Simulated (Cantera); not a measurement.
Charge: 1 mol SiH4, 2.6 mol CH4, 1700 mol H2, 0.018 mol HCl, equilibrated at 1952 °C.

These are equilibrium values from Cantera (NASA tables, ideal gas, pure condensed phases), not measurements of a reactor. Candidate condensed phases: C, C6H6, C7H8, C8H18, Si, SiC; 109 gas species. Gases not in the tables: Si2H6 and higher silanes. Rates play no part.

Question: Which condensed phases are stable at each of these points (P (Pa)): 100, 320, 1000, 3200, 10000, 32000, 100000?

Answer: 
| P (Pa) | condensed phases | Si condensed (%) |
|---|---|---|
| 100 | gas only | 0.0 |
| 320 | gas only | 0.0 |
| 1000 | gas only | 0.0 |
| 3200 | gas only | 0.0 |
| 10000 | gas only | 0.0 |
| 32000 | SiC(s) | 3.9 |
| 100000 | SiC(s) | 50.7 |

From 1.00 mbar to 0.100 bar nothing is condensed. From 0.320 bar to 1.00 bar the condensed part is SiC(s).
